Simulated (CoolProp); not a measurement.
Cyclopentane at several states: fugacity coefficient from the reference equation and from simpler models built on Tc = 238.6 °C, pc = 45.83 bar, ω = 0.202; each cubic takes its own stable root.

Computed with CoolProp (reference Helmholtz-energy equation of state, Gedanitz 2015).

| T (°C) | p (bar) | phase | reference |
|---|---|---|---|
| -67.85 | 18.2 | liquid | 8.767e-5 |
| 23.05 | 12.2 | liquid | 0.03303 |
| 188.75 | 7.87 | gas | 0.9164 |
| 256.05 | 101 | supercritical | 0.4164 |

### Question
How far does each simpler model (Redlich-Kwong, Peng-Robinson) lie from the reference over these 4 states: mean and median of the absolute difference, and the worst?

### Answer
- Redlich-Kwong: mean 38.2 %, median 32.7 %, worst +86.8 % at -67.85 °C and 18.2 bar
- Peng-Robinson: mean 3.6 %, median 0.6 %, worst +12.9 % at -67.85 °C and 18.2 bar
